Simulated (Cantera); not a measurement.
An isothermal, constant-pressure homogeneous reactor starts with CH4 : CO2 : H2 = 1 : 0.58 : 1.2 (molar parts), at 1398 K and 540000 Pa.

Model: GRI-Mech 3.0 (53 species, 325 reactions), integrated in Cantera. GRI-Mech 3.0 stops at C3 and has no aromatics, soot or wall deposition, so with more carbon than oxygen in the feed, carbon stays in small species such as C2H2 where larger ones or solid carbon would form.

Predict: x(CH4) at 1.00 s; x(CO2) at 1.00 s; x(H2) at 1.00 s; x(OH) at 1.00 s; x(H) at 1.00 s; x(HCO) at 1.00 s.


```json
{
  "x(CH4) at 1.00 s": "0.313 (gas-phase equilibrium 0.105)",
  "x(CO2) at 1.00 s": "0.102 (gas-phase equilibrium 6.44e-5)",
  "x(H2) at 1.00 s": "0.363 (gas-phase equilibrium 0.600)",
  "x(OH) at 1.00 s": "6.92e-9 (gas-phase equilibrium 1.48e-11)",
  "x(H) at 1.00 s": "1.15e-6 (gas-phase equilibrium 1.59e-6)",
  "x(HCO) at 1.00 s": "1.58e-9 (gas-phase equilibrium 6.28e-9)"
}
```
